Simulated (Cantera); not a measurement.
Feed: 1 mol B2O3, 4.1 mol NH3, 4.3 mol H2, equilibrated at 0.0900 Torr.

Cantera equilibrium calculation (NASA polynomials, part measured and part estimated; ideal gas, pure solids and liquids). Candidate condensed phases: B, BN, B2O3, B3O3H3, H2O; 39 gas species. Mutual solubility and eutectic melting of coexisting phases are not modelled. Kinetics and transport are ignored.

x: gas mole fraction; n: condensed amount in mol.

| T (°C) | x H2 | x N2 | x H | x B2O3 | x BO | x HBO2 | x HBO | x H2O | n BN(s) | n B2O3(l) |
|---|---|---|---|---|---|---|---|---|---|---|
| 950 | 0.834 | 0.164 | 2.51e-5 | 0.000160 | 5.12e-7 | 0.00147 | 0.000408 | 0.000199 | 0.00607 | 0.983 |
| 1050 | 0.825 | 0.163 | … | … | … | … | … | 0.000187 | 0.00644 | … |
| 1150 | 0.772 | 0.155 | 0.000533 | 0.0342 | 0.000301 | 0.0198 | 0.0149 | 0.000339 | 0 | 0.281 |
| 1250 | 0.748 | 0.152 | 0.00182 | 0.0459 | 0.00123 | 0.0274 | 0.0200 | 0.000644 | 0 | 0 |
| 1350 | 0.740 | 0.151 | … | … | … | … | 0.0221 | … | 0 | 0 |
| 1450 | 0.728 | 0.150 | 0.0142 | 0.0372 | 0.00871 | 0.0340 | 0.0229 | 0.00196 | 0 | 0 |
| 1550 | 0.705 | 0.148 | 0.0332 | 0.0313 | 0.0178 | 0.0373 | 0.0217 | 0.00343 | 0 | 0 |
| 1650 | 0.665 | 0.144 | 0.0701 | 0.0242 | 0.0305 | 0.0397 | 0.0185 | 0.00599 | 0 | 0 |
| 1750 | 0.600 | 0.138 | 0.134 | 0.0167 | 0.0450 | 0.0393 | 0.0142 | 0.0100 | 0 | 0 |

Question: What belongs in the gaps?

Answer: 
- 1350, x H: 0.00543
- 1350, x B2O3: 0.0419
- 1350, x BO: 0.00358
- 1350, x HBO2: 0.0307
- 1350, x H2O: 0.00113
- 1050, x H: 0.000132
- 1050, x B2O3: 0.00290
- 1050, x BO: 1.92e-5
- 1050, x HBO2: 0.00504
- 1050, x HBO: 0.00349
- 1050, n B2O3(l): 0.904
